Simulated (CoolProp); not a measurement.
Aqueous calcium chloride as a coolant, 18 % by mass, freezing at -15.1 °C, 1 atm.

Computed with CoolProp (Melinder's fits for secondary coolants).

| T (°C) | viscosity (mPa s) | cp (kJ/(kg K)) | density (kg/m³) | conductivity (W/(m K)) |
|---|---|---|---|---|
| -8.9 | 3.85 | 3.117 | 1166 | 0.535 |
| -2.7 | 3.17 | 3.137 | 1165 | 0.544 |
| 3.4 | 2.65 | 3.155 | 1164 | 0.553 |
| 9.6 | 2.24 | 3.172 | 1163 | 0.562 |
| 15.7 | 1.93 | 3.188 | 1162 | 0.571 |
| 21.9 | [?] | 3.204 | [?] | 0.580 |
| 28 | 1.47 | [?] | 1159 | 0.589 |
| 34.2 | 1.30 | 3.230 | 1156 | 0.599 |

Question: What belongs in the gaps?

Answer: 
- 21.9, viscosity (mPa s): 1.67
- 21.9, density (kg/m³): 1161
- 28, cp (kJ/(kg K)): 3.217
